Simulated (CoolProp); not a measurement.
A Linde-Hampson liquefier for methane: isothermal reversible compression at 290 K from 1 atm to 15 MPa, throttling to 1 atm, return gas leaving the recuperator 10 K below the feed. Each further row changes one setting.

Model: reference Helmholtz-energy equation of state, Setzmann 1991, in CoolProp.

```csv
case,liquid yield per pass,compression work (kJ/kg of gas)
as stated,0.155,712
high pressure 30 MPa,0.237,?
warm-end temperature 320 K,?,?
warm-end gap 15 K,?,712
```

**Question.** Some entries are withheld; supply them.

**Answer.** 
- high pressure 30 MPa, compression work (kJ/kg of gas): 798
- warm-end temperature 320 K, liquid yield per pass: 0.108
- warm-end temperature 320 K, compression work (kJ/kg of gas): 801
- warm-end gap 15 K, liquid yield per pass: 0.144
